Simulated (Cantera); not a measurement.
Feed: 1 mol H₂O, 0.076 mol O₂, 20 mol H₂, at 2923 K.

Method: chemical equilibrium by Gibbs-energy minimisation in Cantera with the NASA 1993 tables (ideal gas, pure condensed phases). Candidate condensed phases: H₂O; 9 gas species. Rates play no part.

Question: At 2500000 Pa, list the 4 most abundant gas species with their mole fractions, and the condensed phases.

Answer: H₂ 0.922, H₂O 0.0538, H 0.0238, OH 0.000433. Condensed: gas only.
